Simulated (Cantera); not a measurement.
A closed system holds: 1 mol CaF2, 7.5 mol O2, 5.5 mol N2, 3.1 mol H2O, at 2200 K and 1.00 Torr.

These are equilibrium values from Cantera (NASA tables, ideal gas, pure condensed phases), not measurements of a reactor. Candidate condensed phases: Ca, CaF2, CaO, Ca(OH)2, H2O; 47 gas species. Equilibrium is a limit: real reactors are often held back by kinetics, nucleation or transport.

### Question
What is the equilibrium state?

### Answer
| Quantity | Result |
|---|---|
| x(O2) | 0.389 |
| x(N2) | 0.302 |
| x(H2O) | 0.107 |
| x(HF) | 0.0803 |
| x(O) | 0.0462 |
| x(OH) | 0.0314 |
| x(CaF2) | 0.0153 |
| x(H) | 0.0113 |
| x(NO) | 0.0107 |
| n(CaO(s)) | 0.706 mol |
| gas amount | 17.87 mol |
| log10 activity of CaF2(l) (absent) | -3.04 |
| log10 activity of Ca(l) (absent) | -7.81 |
